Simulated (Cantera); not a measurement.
An isothermal, constant-pressure homogeneous reactor starts with 6.01 % C₂H₆, 94.0 % H₂, at 1398 K and 1.00 bar.

Cantera simulation using GRI-Mech 3.0 (53 species, 325 reactions); the numbers are that mechanism's predictions, not measurements. GRI-Mech 3.0 stops at C3 and has no aromatics, soot or wall deposition, so with more carbon than oxygen in the feed, carbon stays in small species such as C2H2 where larger ones or solid carbon would form.

**Question.** Predict: x(C₂H₆) at 2.00 s; x(H₂) at 2.00 s; x(CH₃) at 2.00 s; x(CH₄) at 2.00 s; x(C₂H₂) at 2.00 s; x(C₂H₄) at 2.00 s.

**Answer.** 
```json
{
  "x(C₂H₆) at 2.00 s": "6.22e-5 (gas-phase equilibrium 3.08e-5)",
  "x(H₂) at 2.00 s": "0.892 (gas-phase equilibrium 0.885)",
  "x(CH₃) at 2.00 s": "1.25e-5 (gas-phase equilibrium 1.13e-5)",
  "x(CH₄) at 2.00 s": "0.0977 (gas-phase equilibrium 0.111)",
  "x(C₂H₂) at 2.00 s": "0.00593 (gas-phase equilibrium 0.00234)",
  "x(C₂H₄) at 2.00 s": "0.00426 (gas-phase equilibrium 0.00175)"
}
```
